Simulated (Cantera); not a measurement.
Input (Python, Cantera) and output of one run.

```python
import numpy as np
import cantera as ct

gas_names = """
    AL ALH ALN AL2 H H2 N NH NH2 NH3 N2 N2H2 N2H4
""".split()
cond_names = """
    AL(cr) AL(L) ALN(s)
""".split()


def load(file, names, dense=False):
    # The tables refer to 1 bar. Condensed volumes are neglected.
    table = {s.name: s for s in ct.Species.list_from_file(file)}
    out = []
    for n in names:
        d = dict(table[n].input_data)
        d["thermo"] = dict(d["thermo"], **{"reference-pressure": 1e5})
        if dense:
            d["equation-of-state"] = {"model": "constant-volume", "density": "1e6 g/cm^3"}
        out.append(ct.Species.from_dict(d))
    return out


gas = ct.Solution(thermo="ideal-gas", species=load("nasa_gas.yaml", gas_names))
cond = {s.name: ct.Solution(thermo="fixed-stoichiometry", species=[s], name=s.name)
        for s in load("nasa_condensed.yaml", cond_names, dense=True)}
atoms = {
    'AlN': {'AL': 1, 'N': 1},
    'H2': {'H': 2},
}
top_T = {'ALN(s)': 2750}  # K; cautious upper limits of use, not melting points


def equilibrate(T, P, feed):
    n = {}
    for name, mol in feed.items():
        for a, k in atoms[name].items():
            n[a] = n.get(a, 0.0) + k * mol
    gas.TPX = T, P, n
    mass = sum(n.values()) * gas.mean_molecular_weight
    gas.equilibrate("TP")
    valid = [c for c in cond.values() if c.min_temp <= T <= top_T.get(c.name, c.max_temp)]
    mix = ct.Mixture([(gas, mass / gas.mean_molecular_weight)] + [(c, 0.0) for c in valid])
    mix.T, mix.P = T, P
    mix.equilibrate("TP", solver="vcs", rtol=1e-11, max_steps=5000)
    return mix


results = []
T = 2350  # K
P = 10000  # Pa
for m in [0.013, 0.025, 0.047, 0.091, 0.18, 0.34, 0.65, 1.2]:
    feed = {'AlN': 1, 'H2': m}  # mol
    mix = equilibrate(T, P, feed)
    results.append((T, P, feed, dict(zip(mix.species_names, mix.species_moles))))

top = {s: max(r[3][s] / sum(r[3][g] for g in gas_names) for r in results) for s in gas_names}
cols = sorted((s for s in top if top[s] > 0.001), key=lambda s: -top[s])[:6]
seen = [c for c in cond_names if any(r[3].get(c, 0) > 1e-12 for r in results)]
print("log10 of partial pressures in bar; condensed amounts in mol")
print(f"{'n(H2)':>10s}" + "".join(f"{s[:9]:>10s}" for s in cols + seen))
for T, P, feed, n in results:
    ng = sum(n[g] for g in gas_names)
    print(f"{feed['H2']:10.4g}" + "".join(f"{np.log10(max(n[s] / ng * P / 1e5, 1e-99)):10.3f}" for s in cols)
          + "".join(f"{n.get(c, 0):10.4g}" for c in seen))
```

It prints:

```
log10 of partial pressures in bar; condensed amounts in mol
     n(H2)        H2        AL        N2         H       ALH       AL2    ALN(s)
     0.013    -1.444    -1.399    -1.686    -2.626    -2.959    -3.989    0.9858
     0.025    -1.444    -1.399    -1.686    -2.626    -2.959    -3.989    0.9727
     0.047    -1.444    -1.399    -1.686    -2.626    -2.959    -3.989    0.9486
     0.091    -1.444    -1.399    -1.686    -2.626    -2.959    -3.989    0.9006
      0.18    -1.444    -1.399    -1.686    -2.626    -2.959    -3.989    0.8033
      0.34    -1.444    -1.399    -1.686    -2.626    -2.959    -3.989    0.6285
      0.65    -1.444    -1.399    -1.686    -2.626    -2.959    -3.989    0.2897
       1.2    -1.373    -1.449    -1.735    -2.591    -2.973    -4.088         0
```

These are equilibrium values from Cantera (NASA tables, ideal gas, pure condensed phases), not measurements of a reactor.
